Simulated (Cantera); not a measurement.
Ignition delay

Mixture: CO : H₂ : CH₄ : O₂ : N₂ : H₂O = 1 : 0.99 : 0.055 : 0.789 : 2.97 : 0.25 (molar parts), equivalence ratio 1.4, at 101000 Pa, adiabatic and at constant pressure. Ignition delay is the time to a rise of 400 K.

Cantera simulation using GRI-Mech 3.0 (53 species, 325 reactions); the numbers are that mechanism's predictions, not measurements. Where the delays flatten at high temperature, the 400 K rule measures the pace of heat release, not the induction time.

```tsv
T0 (K)	delay (ms)
1100	0.157
1150	0.101
1200	0.0722
1250	0.0549
1300	0.0437
1350	0.0361
```
